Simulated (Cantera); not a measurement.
Feed: 1 mol Al2O3, 0.0068 mol C, 5.3 mol N2, at 1325 °C and 13.3 mbar.

These are equilibrium values from Cantera (NASA tables, ideal gas, pure condensed phases), not measurements of a reactor. Candidate condensed phases: Al, AlN, Al2O3, C; 32 gas species. Mutual solubility and eutectic melting of coexisting phases are not modelled. Equilibrium is a limit: real reactors are often held back by kinetics, nucleation or transport.

Base state: N2 0.999, CO 0.00128 (mole fractions); condensed: AlN(s) + Al2O3(s).

Question: What changes in the equilibrium state with this change: C from 0.0068 to 0.0048 mol?

Answer: 
```
species         before     after
-------------  -------  --------
N2               0.999     0.999
CO             0.00128  0.000905
AlN(s), mol    0.00453   0.00319
Al2O3(s), mol    0.998     0.998
```
